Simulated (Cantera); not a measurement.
**Thermodynamics of silicon epitaxy and polysilicon growth, feed Si2Cl6 + Cl2 + H2**

A closed system holds: 1 mol Si2Cl6, 0.018 mol Cl2, 4.5 mol H2, at 0.100 bar.

Cantera equilibrium calculation (NASA polynomials, part measured and part estimated; ideal gas, pure solids and liquids). Candidate condensed phases: Si; 19 gas species. The feed counts by its element totals alone. The tables' values for SiCl3 are old estimates; treat these amounts as uncertain. The numbers say what is thermodynamically allowed, not how fast it happens.

| T (K) | x H2 | x SiCl4 | x HCl | x SiHCl3 | x SiCl3 | x SiCl2 | x SiH2Cl2 | x SiH3Cl | n Si(s) |
|---|---|---|---|---|---|---|---|---|---|
| 825 | 0.729 | 0.213 | 0.00364 | 0.0527 | 0.000221 | 2.01e-5 | 0.00110 | 5.39e-6 | 0.414 |
| 875 | 0.727 | 0.213 | 0.00657 | 0.0515 | 0.000528 | 7.57e-5 | 0.00114 | 6.08e-6 | 0.420 |
| 925 | 0.725 | 0.212 | 0.0111 | 0.0502 | 0.00114 | 0.000245 | 0.00117 | 6.74e-6 | 0.427 |
| 975 | 0.720 | 0.209 | 0.0177 | 0.0488 | 0.00227 | 0.000700 | 0.00119 | 7.34e-6 | 0.436 |
| 1025 | 0.714 | 0.205 | 0.0268 | 0.0471 | 0.00420 | 0.00179 | 0.00120 | 7.86e-6 | 0.445 |
| 1075 | 0.705 | 0.199 | 0.0387 | 0.0450 | 0.00723 | 0.00416 | 0.00119 | 8.27e-6 | 0.454 |
| 1125 | 0.692 | 0.190 | 0.0538 | 0.0424 | 0.0117 | 0.00884 | 0.00117 | 8.55e-6 | 0.460 |
| 1175 | 0.677 | 0.176 | 0.0718 | 0.0392 | 0.0177 | 0.0174 | 0.00112 | 8.65e-6 | 0.457 |
x: gas mole fraction; n: condensed amount in mol.

From 825 K to 1175 K the condensed part is Si(s). The main Si-bearing gas is SiCl4 throughout. The share of Si in condensed phases is highest at 1125 K (23.0 %) and lowest at 825 K (20.7 %).
